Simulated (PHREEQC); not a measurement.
A solution holds 2.9 mmol/kgw KBr and 0.12 mmol/kgw Na2SO4, at 25 °C. Closed to the air; pH follows from the charge balance.

All values are PHREEQC results (ion-association model, phreeqc.dat), not measurements.

Problem. The ionic strength comes out as 0.00326 mol/kgw. What activity coefficients do Br-, Na+, KSO4-, SO4-2, K+ get?

Solution. Br- 0.94, Na+ 0.94, KSO4- 0.94, SO4-2 0.78, K+ 0.94.

Precipitation was switched off in this run.
